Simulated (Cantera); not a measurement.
# Si + Cl2 + H2 (silicon etching in halogen gases)

A closed system holds: 1 mol Si, 8.1 mol Cl2, 0.58 mol H2, at 1.33 mbar.

These are equilibrium values from Cantera (NASA tables, ideal gas, pure condensed phases), not measurements of a reactor. Candidate condensed phases: Si; 19 gas species. The tables' values for SiCl3 are old estimates; treat these amounts as uncertain. Rates play no part.

From 875 K to 1675 K nothing is condensed. The main Si-bearing gas is SiCl4 throughout.

| T (K) | x Cl | x Cl2 | x HCl | x SiCl4 | x SiCl3 | x SiCl2 |
|---|---|---|---|---|---|---|
| 875 | 0.00107 | 0.718 | 0.151 | 0.130 | 2.74e-11 | <1e-12 |
| 975 | 0.00613 | 0.713 | 0.151 | 0.130 | 1.22e-9 | <1e-12 |
| 1075 | 0.0252 | 0.697 | 0.149 | 0.129 | 2.68e-8 | <1e-12 |
| 1175 | 0.0799 | 0.650 | 0.145 | 0.125 | 3.48e-7 | 9.46e-12 |
| 1275 | 0.200 | 0.547 | 0.136 | 0.117 | 3.05e-6 | 5.17e-10 |
| 1375 | 0.394 | 0.380 | 0.121 | 0.105 | 2.04e-5 | 1.83e-8 |
| 1475 | 0.603 | 0.200 | 0.105 | 0.0908 | 0.000119 | 5.29e-7 |
| 1575 | 0.741 | 0.0820 | 0.0950 | 0.0812 | 0.000659 | 1.40e-5 |
| 1675 | 0.802 | 0.0303 | 0.0902 | 0.0741 | 0.00332 | 0.000308 |
x: gas mole fraction; nothing condenses.
